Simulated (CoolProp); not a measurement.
Saturation properties of R152A.

Model: reference Helmholtz-energy equation of state, Outcalt 1996, in CoolProp. It is a modified Benedict-Webb-Rubin equation, recast in Helmholtz form.

```json
[
 {"T (°C)": "-79.75", "p (bar)": "0.03663", "liquid density (kg/m³)": "1121", "liquid cp (kJ/(kg K))": "(withheld)", "vapour Z": "(withheld)", "liquid viscosity (µPa s)": "714", "liquid conductivity (mW/(m K))": "156"},
 {"T (°C)": "-76.65", "p (bar)": "0.04673", "liquid density (kg/m³)": "1115", "liquid cp (kJ/(kg K))": "1.532", "vapour Z": "0.9951", "liquid viscosity (µPa s)": "671", "liquid conductivity (mW/(m K))": "(withheld)"},
 {"T (°C)": "-73.45", "p (bar)": "0.05952", "liquid density (kg/m³)": "1109", "liquid cp (kJ/(kg K))": "1.535", "vapour Z": "0.9942", "liquid viscosity (µPa s)": "631", "liquid conductivity (mW/(m K))": "152"},
 {"T (°C)": "-70.35", "p (bar)": "0.07461", "liquid density (kg/m³)": "1103", "liquid cp (kJ/(kg K))": "1.538", "vapour Z": "0.9931", "liquid viscosity (µPa s)": "595", "liquid conductivity (mW/(m K))": "150"},
 {"T (°C)": "-67.15", "p (bar)": "0.09341", "liquid density (kg/m³)": "1097", "liquid cp (kJ/(kg K))": "1.542", "vapour Z": "0.9919", "liquid viscosity (µPa s)": "562", "liquid conductivity (mW/(m K))": "148"},
 {"T (°C)": "-64.05", "p (bar)": "0.1152", "liquid density (kg/m³)": "1091", "liquid cp (kJ/(kg K))": "(withheld)", "vapour Z": "0.9906", "liquid viscosity (µPa s)": "532", "liquid conductivity (mW/(m K))": "146"},
 {"T (°C)": "-60.95", "p (bar)": "0.1412", "liquid density (kg/m³)": "1085", "liquid cp (kJ/(kg K))": "1.550", "vapour Z": "0.9891", "liquid viscosity (µPa s)": "505", "liquid conductivity (mW/(m K))": "144"},
 {"T (°C)": "-57.75", "p (bar)": "0.1728", "liquid density (kg/m³)": "1079", "liquid cp (kJ/(kg K))": "1.555", "vapour Z": "0.9874", "liquid viscosity (µPa s)": "479", "liquid conductivity (mW/(m K))": "143"},
 {"T (°C)": "-54.65", "p (bar)": "0.2088", "liquid density (kg/m³)": "1073", "liquid cp (kJ/(kg K))": "1.560", "vapour Z": "0.9856", "liquid viscosity (µPa s)": "456", "liquid conductivity (mW/(m K))": "141"},
 {"T (°C)": "-51.45", "p (bar)": "0.2523", "liquid density (kg/m³)": "1067", "liquid cp (kJ/(kg K))": "1.565", "vapour Z": "0.9836", "liquid viscosity (µPa s)": "433", "liquid conductivity (mW/(m K))": "139"},
 {"T (°C)": "-48.35", "p (bar)": "0.3011", "liquid density (kg/m³)": "1060", "liquid cp (kJ/(kg K))": "1.570", "vapour Z": "0.9814", "liquid viscosity (µPa s)": "(withheld)", "liquid conductivity (mW/(m K))": "137"},
 {"T (°C)": "-45.25", "p (bar)": "0.3574", "liquid density (kg/m³)": "1054", "liquid cp (kJ/(kg K))": "1.576", "vapour Z": "0.9790", "liquid viscosity (µPa s)": "(withheld)", "liquid conductivity (mW/(m K))": "(withheld)"},
 {"T (°C)": "-42.05", "p (bar)": "0.4243", "liquid density (kg/m³)": "1048", "liquid cp (kJ/(kg K))": "1.583", "vapour Z": "0.9764", "liquid viscosity (µPa s)": "376", "liquid conductivity (mW/(m K))": "134"},
 {"T (°C)": "-38.95", "p (bar)": "0.4983", "liquid density (kg/m³)": "1042", "liquid cp (kJ/(kg K))": "1.589", "vapour Z": "0.9736", "liquid viscosity (µPa s)": "360", "liquid conductivity (mW/(m K))": "132"}
]
```

Task: Fill in the missing entries.

Result: 
- -79.75, liquid cp (kJ/(kg K)): 1.530
- -79.75, vapour Z: 0.9959
- -76.65, liquid conductivity (mW/(m K)): 154
- -64.05, liquid cp (kJ/(kg K)): 1.546
- -48.35, liquid viscosity (µPa s): 413
- -45.25, liquid viscosity (µPa s): 395
- -45.25, liquid conductivity (mW/(m K)): 135

It boils at -24.0 °C under 1 atm.

Viscosity comes from a separate model (Bell 2016), an estimate that may be off by 10 % or more. Thermal conductivity comes from a separate model (Krauss 1996).
